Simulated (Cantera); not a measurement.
Gas mixture: 26.7 % CH4, 46.1 % C2H6, 27.2 % CH3OH, at 760 Torr, frozen composition.

Cantera's kinetic-theory transport with the Lennard-Jones parameters of GRI-Mech 3.0, ideal gas; thermal conductivity in the mixture-averaged form. Polar gases are described roughly by these parameters. The composition is frozen, though it would react at the higher temperatures.

One state of this run: ρ (kg/m³) = 0.364; cp (J/kg/K) = 3522; μ (µPa s) = 25.7; λ (mW/m/K) = 123; Pr = 0.736; D (cm²/s) H = 6.54; D (cm²/s) OH = 1.71; D (cm²/s) O = 1.75. D: mixture-averaged diffusion coefficient of that species in the mixture.

### Question
Which value of T (K) does it belong to?
A) 1150
B) 1400
C) 650
D) 900

### Answer
D, 900
